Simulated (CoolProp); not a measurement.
A Linde-Hampson liquefier for ethane: isothermal reversible compression at 320 K from 1 atm to 20 MPa, throttling to 1 atm, return gas leaving the recuperator 2 K below the feed. Each further row changes one setting.

Values from CoolProp's reference Helmholtz-energy equation of state, Bücker 2006.

| case | liquid yield per pass | compression work (kJ/kg of gas) |
|---|---|---|
| as stated | 0.462 | 366 |
| high pressure 40 MPa | 0.458 | 414 |
| warm-end temperature 350 K | 0.377 | 429 |
| warm-end gap 7 K | 0.455 | 366 |
